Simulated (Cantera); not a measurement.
Input (Python, Cantera):

```python
import numpy as np
import cantera as ct

gas = ct.Solution("h2o2.yaml")
gas.TPX = 350, 100000, {'H2': 1, 'O2': 0.649, 'N2': 2.44}
flame = ct.FreeFlame(gas, width=0.04)
flame.set_refine_criteria(ratio=3, slope=0.08, curve=0.16)
flame.transport_model = "mixture-averaged"
flame.solve(loglevel=0, auto=True)
z, T = flame.grid, flame.T
thick = (T[-1] - T[0]) / np.gradient(T, z).max()
show = ['H2', 'O2', 'OH', 'HO2', 'H2O2', 'H']
print(f"laminar burning velocity  {flame.velocity[0] * 100:.3f} cm/s")
print(f"burnt temperature         {T[-1]:.1f} K")
print(f"thermal thickness         {thick * 1e3:.4f} mm")
print(f"grid points               {len(z)}")
z0 = z[flame.heat_release_rate.argmax()]
print(f"{'z/mm':>9s}{'T/K':>9s}{'u/(m/s)':>9s}" + "".join(f"{s:>11s}" for s in show))
rows = []
for k in (-3, -2, -1.5, -1, -0.5, -0.25, 0, 0.25, 0.5, 1, 2, 4, 8):
    zz = z0 + k * thick
    rows.append([k * thick, np.interp(zz, z, T), np.interp(zz, z, flame.velocity),
                 *(np.interp(zz, z, flame.X[gas.species_index(s)]) for s in show)])
    print(f"{rows[-1][0] * 1e3:9.3f}{rows[-1][1]:9.1f}{rows[-1][2]:9.3f}" + "".join(f"{x:11.3e}" for x in rows[-1][3:]))
```

It prints:

```
laminar burning velocity  203.434 cm/s
burnt temperature         2146.2 K
thermal thickness         0.3562 mm
grid points               112
     z/mm      T/K  u/(m/s)         H2         O2         OH        HO2       H2O2          H
   -1.068    350.0    2.034  2.446e-01  1.587e-01  6.159e-15  9.195e-12  1.441e-12  3.407e-16
   -0.712    350.0    2.034  2.445e-01  1.587e-01  3.238e-13  8.326e-10  1.354e-10  1.718e-14
   -0.534    350.1    2.034  2.442e-01  1.588e-01  1.607e-11  2.229e-08  3.692e-09  6.016e-13
   -0.356    350.7    2.033  2.425e-01  1.592e-01  2.587e-09  5.698e-07  9.604e-08  8.467e-11
   -0.178    386.4    2.194  2.243e-01  1.622e-01  1.159e-05  1.283e-04  2.030e-05  2.464e-06
   -0.089    671.4    3.675  1.784e-01  1.571e-01  8.327e-04  3.396e-04  8.275e-05  1.686e-03
    0.000   1100.7    5.867  1.087e-01  1.267e-01  2.047e-03  1.334e-04  1.703e-05  1.252e-02
    0.089   1404.7    7.425  5.013e-02  8.307e-02  6.070e-03  6.853e-05  5.155e-06  2.275e-02
    0.178   1573.8    8.288  2.671e-02  6.095e-02  9.535e-03  4.263e-05  2.850e-06  2.296e-02
    0.356   1741.7    9.110  1.827e-02  5.143e-02  1.206e-02  2.731e-05  1.359e-06  1.613e-02
    0.712   1889.9    9.805  1.386e-02  4.768e-02  1.251e-02  1.732e-05  6.969e-07  8.811e-03
    1.425   2006.9   10.336  8.900e-03  4.519e-02  1.119e-02  9.925e-06  4.118e-07  3.852e-03
    2.849   2084.1   10.677  4.727e-03  4.392e-02  8.730e-03  5.375e-06  2.672e-07  1.353e-03
```

Computed with Cantera and the H2/O2 subset of GRI-Mech 3.0, which has no nitrogen chemistry. Burning velocities carry a grid error of a few per cent, more on coarse grids.
